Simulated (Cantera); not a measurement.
An isothermal, constant-pressure homogeneous reactor starts with NH₃ : H₂ = 1 : 0.96 (molar parts), at 1398 K and 1330 Pa. Integrator tolerance rtol = 1e-08.

Computed with Cantera and the gas-phase N/H chemistry of the illustrative SiF4/NH3 mechanism in the Surface Chemkin manual (1991). Walls and surfaces, which speed up NH3 decomposition in real reactors, are not modelled.

Q: What does this change do: temperature 1398 to 1725 K?

A: 
| quantity | before | after |
|---|---|---|
| x(NH₃) at 10.0 s | 0.510 (gas-phase equilibrium 3.52e-7) | 0.351 (gas-phase equilibrium 1.41e-7) |
| x(H₂) at 10.0 s | 0.490 (gas-phase equilibrium 0.831) | 0.596 (gas-phase equilibrium 0.830) |
| x(N₂H₂) at 10.0 s | 1.19e-7 (gas-phase equilibrium <1e-12) | 1.03e-6 (gas-phase equilibrium <1e-12) |
| x(N) at 10.0 s | 9.05e-10 (gas-phase equilibrium <1e-12) | 1.46e-7 (gas-phase equilibrium 3.22e-11) |
| x(NH₂) at 10.0 s | 1.71e-5 (gas-phase equilibrium 3.20e-11) | 0.000203 (gas-phase equilibrium 6.44e-10) |
| x(N₂H₄) at 10.0 s | 2.18e-9 (gas-phase equilibrium <1e-12) | 3.45e-9 (gas-phase equilibrium <1e-12) |
